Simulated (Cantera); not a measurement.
Feed: 1 mol toluene, 49 mol H₂, equilibrated at 850 K and 0.0100 bar.

Cantera equilibrium calculation (NASA polynomials, part measured and part estimated; ideal gas, pure solids and liquids). Candidate condensed phases: C, C₆H₆, C₇H₈, C₈H₁₈; 76 gas species. Rates play no part.

Question: What is the equilibrium state?

Answer: x(H₂): 0.994
x(CH₄): 0.00615
n(C(graphite)): 6.68 mol
gas amount: 52.68 mol
